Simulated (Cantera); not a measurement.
SiHCl3 + Cl2 + H2 (silicon epitaxy and polysilicon growth)

Charge: 1 mol SiHCl3, 0.012 mol Cl2, 7.8 mol H2, at 0.320 bar.

Method: chemical equilibrium by Gibbs-energy minimisation in Cantera with the NASA 1993 tables (ideal gas, pure condensed phases). Candidate condensed phases: Si; 19 gas species. The tables' values for SiCl3 are old estimates; treat these amounts as uncertain. Equilibrium is a limit: real reactors are often held back by kinetics, nucleation or transport.

| T (°C) | x H2 | x HCl | x SiCl2 | x SiCl4 | x SiHCl3 | x SiCl3 | n Si(s) |
|---|---|---|---|---|---|---|---|
| 652 | 0.903 | 0.00674 | 7.27e-5 | 0.0596 | 0.0290 | 0.000330 | 0.187 |
| 702 | 0.900 | 0.0107 | 0.000207 | 0.0588 | 0.0281 | 0.000656 | 0.196 |
| 752 | 0.896 | 0.0163 | 0.000529 | 0.0574 | 0.0271 | 0.00121 | 0.208 |
| 802 | 0.890 | 0.0236 | 0.00122 | 0.0553 | 0.0259 | 0.00207 | 0.222 |
| 852 | 0.883 | 0.0329 | 0.00259 | 0.0522 | 0.0244 | 0.00332 | 0.238 |
| 902 | 0.874 | 0.0440 | 0.00506 | 0.0480 | 0.0224 | 0.00499 | 0.253 |
| 952 | 0.863 | 0.0569 | 0.00913 | 0.0425 | 0.0201 | 0.00700 | 0.264 |
| 1002 | 0.850 | 0.0707 | 0.0153 | 0.0358 | 0.0174 | 0.00916 | 0.270 |
| 1052 | 0.837 | 0.0848 | 0.0235 | 0.0283 | 0.0143 | 0.0111 | 0.268 |
| 1102 | 0.823 | 0.0979 | 0.0336 | 0.0208 | 0.0111 | 0.0123 | 0.257 |
| 1152 | 0.811 | 0.109 | 0.0442 | 0.0140 | 0.00816 | 0.0126 | 0.240 |
| 1202 | 0.801 | 0.118 | 0.0543 | 0.00876 | 0.00565 | 0.0118 | 0.221 |
| 1252 | 0.794 | 0.123 | 0.0627 | 0.00516 | 0.00375 | 0.0104 | 0.203 |
| 1302 | 0.789 | 0.127 | 0.0692 | 0.00293 | 0.00243 | 0.00880 | 0.187 |
x: gas mole fraction; n: condensed amount in mol.

From 652 °C to 1302 °C the condensed part is Si(s). The main Si-bearing gas is SiCl4 at 652 °C and SiCl2 at 1302 °C.
